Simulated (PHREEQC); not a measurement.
A solution holds 0.24 mol/kgw NH4HF2, 0.0019 mol/kgw H2SiF6, 0.13 mol/kgw H3PO4 and 0.00032 mol/kgw H2SO4, at 25 °C. Closed to the air; pH follows from the charge balance.

Equilibrium calculation in PHREEQC: ion-association model, phreeqc.dat.

Each row changes one thing in this solution. Precipitation was switched off in this run.

| case | pH | ionic strength (mol/kgw) | HF (mol/kgw) | H2PO4- (mol/kgw) | F- (mol/kgw) | HF2- (mol/kgw) | SI of Quartz (SiO2) |
|---|---|---|---|---|---|---|---|
| as made | 2.44 | 0.247 | 0.262 | 0.0946 | 0.0731 | 0.0726 | -11.96 |
| 0.044 mol/kgw NH4Cl added | 2.42 | 0.291 | 0.262 | 0.0946 | 0.0733 | 0.0725 | -11.99 |
| NH4HF2 left out | 1.55 | 0.0334 | 0.00411 | 0.0291 | 0.000118 | ___ | ___ |
| H2SiF6 from 0.0019 to 0.0038 mol/kgw | 2.42 | 0.249 | 0.265 | 0.0936 | 0.0713 | 0.0717 | -11.66 |
| temperature from 25 to 60 °C | 2.66 | 0.245 | 0.266 | 0.0986 | 0.0650 | 0.0748 | -9.94 |

**Question.** Some entries are withheld; supply them.

**Answer.** 
- NH4HF2 left out, HF2- (mol/kgw): 1.86e-6
- NH4HF2 left out, SI of Quartz (SiO2): +0.83

Species that the database lacks are ignored. Some of these states are supersaturated (in Quartz (slow to form), Chalcedony (slow to form), for instance). At this temperature some constants are extrapolated from 25 °C, and those without enthalpy data are left unchanged. SiF6-2 is the database's only silicon fluoride.
